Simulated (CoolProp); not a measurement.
Vapour-liquid equilibrium of CH2F2 (R32) (1) + R142b (2) at 19.35 °C; x and y are mole fractions of (1).

The numbers come from the multi-fluid Helmholtz-energy mixture model, Tillner-Roth 1997 and Lemmon 2006; pair parameters Bell 2016 in CoolProp.

```tsv
x	bubble pressure (kPa)	y at the bubble point	dew pressure at overall composition x (kPa)	liquid density (mol/L)
0.05	346.5	0.208	295.9	11.44
0.2	543.5	0.548	343.5	12.22
0.35	[?]	0.709	408.9	13.08
0.5	913.5	0.803	503.8	[?]
0.65	1077	0.869	652.6	15.21
0.8	1233	0.924	905.8	16.58
0.95	1392	[?]	1307	18.26
```

Problem. Some entries are withheld; supply them.

Solution. 
- 0.35, bubble pressure (kPa): 735.8
- 0.5, liquid density (mol/L): 14.07
- 0.95, y at the bubble point: 0.980

No azeotrope shows between x = 0.05 and 0.95.

The pair parameters rest on a limited set of measurements; away from them the model extrapolates.
